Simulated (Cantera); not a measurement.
Source: NASA polynomial tables (part measured, part estimated), evaluated in Cantera. Values are per mole of reaction as written; species without (g) are pure solids or liquids, kept so even where they would boil at 1 bar.

### Question
Between 1873 and 2273 K, where is each reaction favourable under standard conditions?
- B2O3(g) + 2 N(g) = B2O2(g) + N2O(g)
- 2 B3O3F3(g) + N2(g) = 2 NF3(g) + 3 B2O2(g)

### Answer
- B2O3(g) + 2 N(g) = B2O2(g) + N2O(g): ΔG° is -230 kJ at 1873 K and -174 kJ at 2273 K; it stays negative (K > 1). ΔH° is -491 kJ and ΔS° -140 J/K at 2273 K.
- 2 B3O3F3(g) + N2(g) = 2 NF3(g) + 3 B2O2(g): ΔG° is 2400 kJ at 1873 K and 2255 kJ at 2273 K; it stays positive (K < 1). ΔH° is 3077 kJ and ΔS° 362 J/K at 2273 K.
